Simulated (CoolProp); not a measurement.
Properties of dimethyl carbonate along the isotherm 600 K.

The numbers come from the reference Helmholtz-energy equation of state, Zhou 2011 in CoolProp.

| p (MPa) | phase | density (kg/m³) | Joule-Thomson coefficient (K/MPa) | isothermal compressibility (1/MPa) | fugacity coefficient |
|---|---|---|---|---|---|
| 4.46 | gas | 113.7 | ___ | ___ | 0.7672 |
| 8.93 | supercritical | ___ | 4.540 | 0.1429 | ___ |
| 13.4 | supercritical | 562.8 | 1.429 | 0.03179 | 0.4360 |
| 17.9 | supercritical | 622.7 | 0.7260 | 0.01629 | ___ |
| 22.3 | supercritical | 660.0 | 0.4222 | 0.01087 | 0.3399 |
| 26.8 | supercritical | 688.3 | ___ | 0.008084 | 0.3190 |
| 31.2 | supercritical | 710.5 | 0.1369 | 0.006466 | 0.3070 |
| 35.7 | supercritical | 729.6 | 0.05849 | 0.005372 | 0.3003 |
| 40.2 | supercritical | 746.0 | 0.0009929 | 0.004599 | 0.2978 |
| 44.6 | supercritical | 760.3 | ___ | 0.004035 | 0.2982 |
| 49.1 | supercritical | 773.4 | -0.07696 | 0.003588 | 0.3012 |

Question: Some entries are withheld; supply them.

Answer: 
- 4.46, Joule-Thomson coefficient (K/MPa): 8.377
- 4.46, isothermal compressibility (1/MPa): 0.3392
- 8.93, density (kg/m³): 421.3
- 8.93, fugacity coefficient: 0.5573
- 17.9, fugacity coefficient: 0.3742
- 26.8, Joule-Thomson coefficient (K/MPa): 0.2469
- 44.6, Joule-Thomson coefficient (K/MPa): -0.04211
